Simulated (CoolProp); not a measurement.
Vapour-liquid equilibrium of diethyl ether (1) + methanol (2) at 0.224 bar; x and y are mole fractions of (1).

Model: multi-fluid Helmholtz-energy mixture model, Thol 2014 and de Reuck 1993; pair parameters Bell 2016, in CoolProp.

```
x     bubble temperature (K)  y at the bubble point  dew temperature at overall composition x (K)  liquid density (mol/L)
----  ----------------------  ---------------------  --------------------------------------------  ----------------------
0.05                   293.4                  0.433                                         302.6                   23.14
0.2                    279.9                  0.759                                         299.4                   19.71
0.35                   275.8                  0.821                                         295.7                   16.90
0.5                    274.3                  0.845                                         291.2                   14.68
0.65                   273.2                  0.865                                         285.5                   12.90
0.8                    272.2                  0.897                                         277.3                   11.47
0.95                   271.3                  0.963                                         271.4                   10.30
```

No azeotrope shows between x = 0.05 and 0.95.

The pair parameters rest on a limited set of measurements; away from them the model extrapolates. With so large a gap from Raoult's law the liquid may split in two, which this calculation doesn't test in full.
